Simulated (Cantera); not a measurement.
Input (Python, Cantera) and output of one run.

```python
import numpy as np
import cantera as ct

gas_names = """
    C CH CH2 CH3 CH2OH CH3O CH4 CH3OH CO CO2 COOH C2 C2H CHCO,ketyl C2H2,acetylene C2H2,vinylidene
    CH2CO,ketene C2H3,vinyl CH3CO,acetyl C2H4 C2H4O,ethylen CH3CHO,ethanal CH3COOH (HCOOH)2 C2H5 C2H6
    CH3OCH3 C2H5OH C2O C3 C3H3,propargyl C3H4,allene C3H4,propyne C3H4,cyclo- C3H5,allyl C3H6,propylene
    C3H6,cyclo- C3H6O C3H7,n-propyl C3H7,i-propyl C3H8 C3H8O,1propanol C3H8O,2propanol C3O2 C4 C4H2
    C4H4,1,3-cyclo- C4H6,butadiene C4H6,2-butyne C4H6,cyclo- C4H8,1-butene C4H8,cis2-buten
    C4H8,tr2-butene C4H8,isobutene C4H8,cyclo- (CH3COOH)2 C4H9,n-butyl C4H9,i-butyl C4H9,s-butyl
    C4H9,t-butyl C4H10,isobutane C4H10,n-butane C5 C5H6,1,3cyclo- C5H8,cyclo- C5H10,1-pentene
    C5H10,cyclo- C5H11,pentyl C5H11,t-pentyl C5H12,n-pentane C5H12,i-pentane CH3C(CH3)2CH3 C6H2
    C6H5,phenyl C6H5O,phenoxy C6H6 C6H5OH,phenol C6H10,cyclo- C6H12,1-hexene C6H12,cyclo- C6H13,n-hexyl
    C7H7,benzyl C7H8 C7H8O,cresol C7H14,1-heptene C7H15,n-heptyl C7H16,n-heptane C8H8,styrene
    C8H10,ethylbenz C8H16,1-octene C8H17,n-octyl C8H18,isooctane C8H18,n-octane C9H19,n-nonyl
    C10H8,naphthale C10H21,n-decyl C12H9,o-bipheny C12H10,bipheny H HCO HO2 H2 HCHO,formaldehy HCOOH H2O
    H2O2 O OH O2 O3 Ti TiO TiO2
""".split()
cond_names = """
    C(gr) C6H6(L) C7H8(L) C8H18(L),n-octa H2O(s) H2O(L) Ti(a) Ti(b) Ti(L) TiC(s) TiC(L) TiO(a) TiO(b)
    TiO(L) TiO2(ru) TiO2(L) Ti2O3(a) Ti2O3(b) Ti2O3(L) Ti3O5(a) Ti3O5(b) Ti3O5(L) Ti4O7(s) Ti4O7(L)
""".split()


def load(file, names, dense=False):
    # The tables refer to 1 bar. Condensed volumes are neglected.
    table = {s.name: s for s in ct.Species.list_from_file(file)}
    out = []
    for n in names:
        d = dict(table[n].input_data)
        d["thermo"] = dict(d["thermo"], **{"reference-pressure": 1e5})
        if dense:
            d["equation-of-state"] = {"model": "constant-volume", "density": "1e6 g/cm^3"}
        out.append(ct.Species.from_dict(d))
    return out


gas = ct.Solution(thermo="ideal-gas", species=load("nasa_gas.yaml", gas_names))
cond = {s.name: ct.Solution(thermo="fixed-stoichiometry", species=[s], name=s.name)
        for s in load("nasa_condensed.yaml", cond_names, dense=True)}
atoms = {
    'TiO2': {'Ti': 1, 'O': 2},
    'CH4': {'C': 1, 'H': 4},
    'CO': {'C': 1, 'O': 1},
}
top_T = {'C(gr)': 4500}  # K; cautious upper limits of use, not melting points


def equilibrate(T, P, feed):
    n = {}
    for name, mol in feed.items():
        for a, k in atoms[name].items():
            n[a] = n.get(a, 0.0) + k * mol
    gas.TPX = T, P, n
    mass = sum(n.values()) * gas.mean_molecular_weight
    gas.equilibrate("TP")
    valid = [c for c in cond.values() if c.min_temp <= T <= top_T.get(c.name, c.max_temp)]
    mix = ct.Mixture([(gas, mass / gas.mean_molecular_weight)] + [(c, 0.0) for c in valid])
    mix.T, mix.P = T, P
    mix.equilibrate("TP", solver="vcs", rtol=1e-11, max_steps=5000)
    return mix


results = []
T = 1273  # K
P = 1000  # Pa
for m in [0.54, 0.86, 1.2, 1.5, 1.8, 2.1, 2.5, 2.8, 3.1]:
    feed = {'TiO2': 1, 'CH4': m, 'CO': 0.032}  # mol
    mix = equilibrate(T, P, feed)
    results.append((T, P, feed, dict(zip(mix.species_names, mix.species_moles))))

top = {s: max(r[3][s] / sum(r[3][g] for g in gas_names) for r in results) for s in gas_names}
cols = sorted((s for s in top if top[s] > 1e-05), key=lambda s: -top[s])[:6]
seen = [c for c in cond_names if any(r[3].get(c, 0) > 1e-12 for r in results)]
print("log10 of partial pressures in bar; condensed amounts in mol")
print(f"{'n(CH4)':>10s}" + "".join(f"{s[:9]:>10s}" for s in cols + seen))
for T, P, feed, n in results:
    ng = sum(n[g] for g in gas_names)
    print(f"{feed['CH4']:10.4g}" + "".join(f"{np.log10(max(n[s] / ng * P / 1e5, 1e-99)):10.3f}" for s in cols)
          + "".join(f"{n.get(c, 0):10.4g}" for c in seen))
```

It prints:

```
log10 of partial pressures in bar; condensed amounts in mol
    n(CH4)        H2        CO       CH4       H2O       CO2     C(gr)    TiC(s)  Ti2O3(b)
      0.54    -2.180    -2.469    -6.556    -6.405    -6.913         0   0.01602     0.492
      0.86    -2.157    -2.518    -6.539    -6.402    -6.982         0     0.144     0.428
       1.2    -2.145    -2.547    -6.532    -6.401    -7.022         0      0.28      0.36
       1.5    -2.139    -2.562    -6.530    -6.402    -7.044         0       0.4       0.3
       1.8    -2.135    -2.573    -6.528    -6.402    -7.059         0      0.52      0.24
       2.1    -2.132    -2.582    -6.527    -6.402    -7.071         0      0.64      0.18
       2.5    -2.129    -2.590    -6.526    -6.403    -7.082         0       0.8   0.09998
       2.8    -2.128    -2.594    -6.526    -6.403    -7.088         0    0.9201   0.03997
       3.1    -2.123    -2.608    -6.273    -6.655    -7.359   0.09977         1         0
```

Equilibrium computed with Cantera from the NASA thermochemical tables; the gas is ideal and each condensed phase is pure. Mutual solubility and eutectic melting of coexisting phases are not modelled. TiC: taken at fixed stoichiometry.
